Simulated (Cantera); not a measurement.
## Adiabatic ignition

An adiabatic, constant-pressure homogeneous reactor starts with C3H8 : O2 : N2 = 1 : 10.9 : 67.4 (molar parts), at 1800 K and 10.0 bar.

Computed with Cantera and GRI-Mech 3.0 (53 species, 325 reactions). GRI-Mech 3.0 was tuned for natural gas; its chemistry of propane as a main component is partial and can be far from experiment.

```json
[
 {"t (s)": "2.00e-6", "T (K)": "1865", "x C3H8": "0.000792", "x O2": "0.120", "x HCO": "6.04e-5", "x O": "0.000355", "x CH2": "2.07e-5", "x C2H": "9.67e-7", "x CH2O": "0.00189"},
 {"t (s)": "4.85e-6", "T (K)": "2192", "x C3H8": "<1e-12", "x O2": "0.0783", "x HCO": "7.27e-8", "x O": "0.00807", "x CH2": "3.67e-10", "x C2H": "<1e-12", "x CH2O": "9.60e-10"},
 {"t (s)": "1.18e-5", "T (K)": "2346", "x C3H8": "<1e-12", "x O2": "0.0735", "x HCO": "9.19e-9", "x O": "0.00431", "x CH2": "<1e-12", "x C2H": "<1e-12", "x CH2O": "2.84e-11"},
 {"t (s)": "2.85e-5", "T (K)": "2422", "x C3H8": "<1e-12", "x O2": "0.0728", "x HCO": "7.45e-10", "x O": "0.00157", "x CH2": "<1e-12", "x C2H": "<1e-12", "x CH2O": "3.80e-12"},
 {"t (s)": "6.91e-5", "T (K)": "2442", "x C3H8": "<1e-12", "x O2": "0.0726", "x HCO": "1.95e-10", "x O": "0.000961", "x CH2": "<1e-12", "x C2H": "<1e-12", "x CH2O": "1.27e-12"},
 {"t (s)": "0.000168", "T (K)": "2442", "x C3H8": "<1e-12", "x O2": "0.0725", "x HCO": "1.75e-10", "x O": "0.000928", "x CH2": "<1e-12", "x C2H": "<1e-12", "x CH2O": "1.16e-12"},
 {"t (s)": "0.000406", "T (K)": "2442", "x C3H8": "<1e-12", "x O2": "0.0723", "x HCO": "1.74e-10", "x O": "0.000923", "x CH2": "<1e-12", "x C2H": "<1e-12", "x CH2O": "1.15e-12"},
 {"t (s)": "0.000985", "T (K)": "2440", "x C3H8": "<1e-12", "x O2": "0.0719", "x HCO": "1.71e-10", "x O": "0.000912", "x CH2": "<1e-12", "x C2H": "<1e-12", "x CH2O": "1.14e-12"},
 {"t (s)": "0.00239", "T (K)": "2436", "x C3H8": "<1e-12", "x O2": "0.0709", "x HCO": "1.65e-10", "x O": "0.000888", "x CH2": "<1e-12", "x C2H": "<1e-12", "x CH2O": "1.11e-12"},
 {"t (s)": "0.00579", "T (K)": "2429", "x C3H8": "<1e-12", "x O2": "0.0694", "x HCO": "1.56e-10", "x O": "0.000848", "x CH2": "<1e-12", "x C2H": "<1e-12", "x CH2O": "1.06e-12"},
 {"t (s)": "0.0140", "T (K)": "2422", "x C3H8": "<1e-12", "x O2": "0.0677", "x HCO": "1.47e-10", "x O": "0.000807", "x CH2": "<1e-12", "x C2H": "<1e-12", "x CH2O": "1.00e-12"},
 {"t (s)": "0.0340", "T (K)": "2419", "x C3H8": "<1e-12", "x O2": "0.0670", "x HCO": "1.43e-10", "x O": "0.000791", "x CH2": "<1e-12", "x C2H": "<1e-12", "x CH2O": "<1e-12"},
 {"t (s)": "0.0825", "T (K)": "2419", "x C3H8": "<1e-12", "x O2": "0.0670", "x HCO": "1.43e-10", "x O": "0.000790", "x CH2": "<1e-12", "x C2H": "<1e-12", "x CH2O": "<1e-12"},
 {"t (s)": "0.200", "T (K)": "2419", "x C3H8": "<1e-12", "x O2": "0.0670", "x HCO": "1.43e-10", "x O": "0.000790", "x CH2": "<1e-12", "x C2H": "<1e-12", "x CH2O": "<1e-12"}
]
```
x: mole fraction; the columns are a selection and need not sum to one.

```
Property                                                              Result
---------------------------------  -----------------------------------------
time of steepest temperature rise                                    2.66 µs
temperature at 0.200 s                                                2419 K
equilibrium temperature                                               2419 K
x(C3H8) at 0.200 s                     <1e-12 (gas-phase equilibrium <1e-12)
x(O2) at 0.200 s                       0.0670 (gas-phase equilibrium 0.0670)
x(HCO) at 0.200 s                  1.43e-10 (gas-phase equilibrium 1.43e-10)
```
